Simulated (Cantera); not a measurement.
Input: 1 mol TiCl4, 14 mol O2, a varied amount of H2O, at 1650 K and 6.80 mbar.

Equilibrium computed with Cantera from the NASA thermochemical tables; the gas is ideal and each condensed phase is pure. Candidate condensed phases: H2O, Ti, TiCl2, TiCl3, TiCl4, TiO, TiO2, Ti2O3, Ti3O5, Ti4O7; 23 gas species. Equilibrium is a limit: real reactors are often held back by kinetics, nucleation or transport.

**Question.** At 12 mol H2O, list the 5 most abundant gas species with their mole fractions, and the condensed phases.

**Answer.** O2 0.494, H2O 0.361, HCl 0.129, Cl 0.0130, OH 0.00210. Condensed: TiO2(rutile).
